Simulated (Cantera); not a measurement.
Input (Python, Cantera) and output of one run.

```python
import numpy as np
import cantera as ct

gas_names = """
    N2 BCL3 CL2
""".split()
cond_names = """
    BN(s)
""".split()


# ... load() reads the species with a 1 bar reference pressure and builds the phases ...
species = {s.name: s for s in load("nasa_gas.yaml", gas_names) + load("nasa_condensed.yaml", cond_names)}
# Each term lists the table entries of one substance; the one whose range holds T is used.
reactions = {
    'N2(g) + 2 BCl3(g) = 2 BN + 3 Cl2(g)':
        [(-1, ['N2']), (-2, ['BCL3']), (2, ['BN(s)']), (3, ['CL2'])],
}


def pick(names, T):
    return next(species[n] for n in names if species[n].thermo.min_temp <= T <= species[n].thermo.max_temp)


results = []
for label, terms in reactions.items():
    print(label)
    print("     T/K   dH/kJ  dS/(J/K)   dG/kJ   log10 K")
    for T in [300, 800, 875, 950, 1025, 1100]:
        used = [(nu, pick(names, T)) for nu, names in terms]
        dH = sum(nu * s.thermo.h(T) for nu, s in used) / 1e6
        dS = sum(nu * s.thermo.s(T) for nu, s in used) / 1e3
        dG = dH - T * dS / 1e3
        logK = -dG * 1e6 / (ct.gas_constant * T * np.log(10))
        results.append((label, T, dH, dS, dG, logK, [s.name for _, s in used]))
        print(f"{T:8g} {dH:8.1f} {dS:8.1f} {dG:8.1f} {logK:8.2f}")
```

It prints:

```
N2(g) + 2 BCl3(g) = 2 BN + 3 Cl2(g)
     T/K   dH/kJ  dS/(J/K)   dG/kJ   log10 K
     300    304.0    -73.2    326.0   -56.76
     800    302.8    -77.1    364.4   -23.80
     875    303.2    -76.6    370.2   -22.10
     950    303.7    -76.0    375.9   -20.67
    1025    304.3    -75.4    381.6   -19.45
    1100    305.0    -74.8    387.2   -18.39
```

Source: NASA polynomial tables (part measured, part estimated), evaluated in Cantera. Condensed species are held in their standard states even where they would react or evaporate.
